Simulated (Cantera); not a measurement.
An isothermal, constant-pressure homogeneous reactor starts with H2 : O2 = 0.015 : 1 (molar parts), equivalence ratio 0.0075, at 1098 K and 0.00120 bar.

Cantera simulation using the H2/O2 subset of GRI-Mech 3.0, which has no nitrogen chemistry; the numbers are that mechanism's predictions, not measurements. Radical loss at walls, strong at low pressure, is not modelled.

### Question
Predict: x(H2) at 7.00 s; x(O2) at 7.00 s; x(O) at 7.00 s; x(HO2) at 7.00 s; x(H2O) at 7.00 s; x(H) at 7.00 s.

### Answer
```
Quantity                                             Result
----------------  -----------------------------------------
x(H2) at 7.00 s    4.77e-5 (gas-phase equilibrium 5.47e-10)
x(O2) at 7.00 s         0.979 (gas-phase equilibrium 0.985)
x(O) at 7.00 s      0.00611 (gas-phase equilibrium 6.84e-8)
x(HO2) at 7.00 s   1.39e-7 (gas-phase equilibrium 8.89e-10)
x(H2O) at 7.00 s      0.0143 (gas-phase equilibrium 0.0149)
x(H) at 7.00 s    0.000442 (gas-phase equilibrium 1.68e-11)
```
